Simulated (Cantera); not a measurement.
Mixture: CH3OH : O2 : N2 : H2O = 1 : 2.54 : 9.56 : 1.8 (molar parts), equivalence ratio 0.59, at 11.8 atm, adiabatic and at constant pressure. Ignition delay is the time to a rise of 400 K.

Detailed kinetics in Cantera: GRI-Mech 3.0 (53 species, 325 reactions). GRI-Mech 3.0 was tuned for natural gas; its chemistry of methanol as a main component is partial and can be far from experiment. The pressure lies above the range GRI-Mech 3.0 was tuned for (to about 10 atm).

Problem. What does this change do: H2O 1.8 to 1 parts?

Solution. 
```
quantity                                                before       after
--------------------------------------------------  ----------  ----------
delay at 1000 K                                        74.7 ms     78.0 ms
delay at 1100 K                                        8.08 ms     8.45 ms
delay at 1200 K                                        1.24 ms     1.31 ms
delay at 1300 K                                       0.259 ms    0.277 ms
delay at 1400 K                                        70.8 µs     76.7 µs
apparent activation energy between 1300 and 1400 K  200 kJ/mol  190 kJ/mol
```
